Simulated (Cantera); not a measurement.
A closed system holds: 1 mol NaI, 0.069 mol O₂, 2 mol H₂, held at 0.100 bar.

Method: chemical equilibrium by Gibbs-energy minimisation in Cantera with the NASA 1993 tables (ideal gas, pure condensed phases). Candidate condensed phases: H₂O, I₂, Na, NaI, NaOH, NaO₂, Na₂O, Na₂O₂; 20 gas species. Gases not in the tables: NaBr and NaI dimers. Equilibrium is a limit: real reactors are often held back by kinetics, nucleation or transport.

Which condensed phases are stable at each of these points (T (K)): 1198, 1223, 1248, 1273, 1298, 1323, 1348, 1373, 1398, 1423?


```
T (K)  condensed phases  Na condensed (%)
-----  ----------------  ----------------
1198             NaI(l)              49.8
1223             NaI(l)              23.7
1248           gas only               0.0
1273           gas only               0.0
1298           gas only               0.0
1323           gas only               0.0
1348           gas only               0.0
1373           gas only               0.0
1398           gas only               0.0
1423           gas only               0.0
```

From 1198 K to 1223 K the condensed part is NaI(l). From 1248 K to 1423 K nothing is condensed.
